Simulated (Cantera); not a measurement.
Input: 1 mol SiC, a varied amount of N₂O, 190 mol N₂, at 1575 K and 48.0 Pa.

These are equilibrium values from Cantera (NASA tables, ideal gas, pure condensed phases), not measurements of a reactor. Candidate condensed phases: C, Si, SiC, SiO₂, Si₂N₂O, Si₃N₄; 34 gas species. The tables hold silica as quartz up to 1696 K and as liquid above; real silica turns to tridymite and cristobalite and melts near 1996 K. Rates play no part.

log p: log10 of the partial pressure in bar; n: condensed amount in mol.

```
n(N₂O) (mol)  log p N₂  log p CO  log p SiO  log p CO₂  n SiC(s)  n SiO₂(β-quartz)
------------  --------  --------  ---------  ---------  --------  ----------------
0.37             -3.32     -6.33      -6.34     -14.82     0.813                 0
0.5              -3.32     -6.20      -6.21     -14.56       ___                 0
0.68             -3.32     -6.07      -6.07     -14.30       ___                 0
0.92             -3.32     -5.94      -5.94     -14.04       ___                 0
1.3              -3.32     -5.79      -5.79     -13.74       ___                 0
1.7              -3.32     -5.67      -5.68     -13.51       ___                 0
2.3              -3.32     -5.61      -5.76      -8.18         0             0.297
3.2              -3.32     -5.71      -7.75      -6.29         0             0.993
```

**Question.** Some entries are withheld; supply them.

**Answer.** 
- 0.5, n SiC(s): 0.748
- 0.68, n SiC(s): 0.658
- 0.92, n SiC(s): 0.538
- 1.3, n SiC(s): 0.348
- 1.7, n SiC(s): 0.148
